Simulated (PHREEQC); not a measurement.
1 kg of water holding 0.29 mol KOH meets 20 L of dry gas (CO2 0.75, CH4 0.25 by moles) at fixed total pressure, at 80 °C; fugacities by Peng-Robinson. The gases take part in no redox reaction, some water evaporates into the gas, and hydrates or a liquid gas phase aren't modelled. Precipitation was switched off in this run.

All values are PHREEQC results (ion-association model, phreeqc.dat), not measurements.

```csv
P (atm),dissolved CO2 (all carbonate carbon) (mol/kgw),φ of CO2,p of CO2 (atm)
2,0.302,0.994,1.05
5,(withheld),0.984,3.28
20,0.452,0.937,14.5
30,0.526,(withheld),21.9
40,0.594,0.878,29.4
75,(withheld),0.782,55.5
100,0.895,0.720,74.1
150,(withheld),(withheld),111
300,(withheld),(withheld),223
400,1.29,0.411,297
```

Complete the blanks.


- 5, dissolved CO2 (all carbonate carbon) (mol/kgw): 0.329
- 30, φ of CO2: 0.907
- 75, dissolved CO2 (all carbonate carbon) (mol/kgw): 0.791
- 150, dissolved CO2 (all carbonate carbon) (mol/kgw): 1.03
- 150, φ of CO2: 0.616
- 300, dissolved CO2 (all carbonate carbon) (mol/kgw): 1.21
- 300, φ of CO2: 0.453

At this temperature some constants are extrapolated from 25 °C, and those without enthalpy data are left unchanged.
